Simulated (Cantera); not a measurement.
Feed: 1 mol SiCl4, 0.069 mol O2, held at 0.000110 bar.

Equilibrium computed with Cantera from the NASA thermochemical tables; the gas is ideal and each condensed phase is pure. Candidate condensed phases: Si, SiO2; 15 gas species. The tables' values for SiCl3 are old estimates; treat these amounts as uncertain. The tables hold silica as quartz up to 1696 K and as liquid above; real silica turns to tridymite and cristobalite and melts near 1996 K. The numbers say what is thermodynamically allowed, not how fast it happens.

log p: log10 of the partial pressure in bar; n: condensed amount in mol.

```tsv
T (°C)	log p SiCl4	log p Cl	log p Cl2	log p SiCl3	log p SiCl2	log p SiO	n SiO2(α-quartz)	n SiO2(β-quartz)
525	-4.02	-7.47	-4.85	-14.34	<-15	<-15	0.0690	0
575	-4.02	-7.00	-4.85	-13.29	<-15	<-15	0	0.0690
625	-4.02	-6.57	-4.85	-12.37	<-15	<-15	0	0.0690
675	-4.02	-6.20	-4.86	-11.54	<-15	<-15	0	0.0690
725	-4.02	-5.86	-4.87	-10.79	<-15	<-15	0	0.0690
775	-4.02	-5.56	-4.90	-10.11	…	<-15	0	0.0690
825	-4.03	-5.30	-4.94	-9.48	…	<-15	0	0.0690
875	-4.04	-5.08	-5.02	-8.89	…	-15.59	0	0.0690
925	-4.04	-4.91	-5.14	-8.33	…	-14.19	0	0.0690
975	-4.05	-4.78	-5.32	-7.78	…	-12.84	0	0.0690
1025	-4.06	-4.69	-5.56	-7.24	…	-11.53	0	0.0690
1075	-4.07	-4.64	-5.83	-6.71	…	-10.25	0	0.0690
1125	-4.07	-4.61	-6.12	-6.20	…	-9.03	0	0.0690
1175	-4.09	-4.58	-6.39	-5.74	…	-7.91	0	0.0689
```

**Question.** Fill in the missing entries.

**Answer.** 
- 775, log p SiCl2: -14.93
- 825, log p SiCl2: -13.78
- 875, log p SiCl2: -12.71
- 925, log p SiCl2: -11.67
- 975, log p SiCl2: -10.65
- 1025, log p SiCl2: -9.64
- 1075, log p SiCl2: -8.65
- 1125, log p SiCl2: -7.70
- 1175, log p SiCl2: -6.83
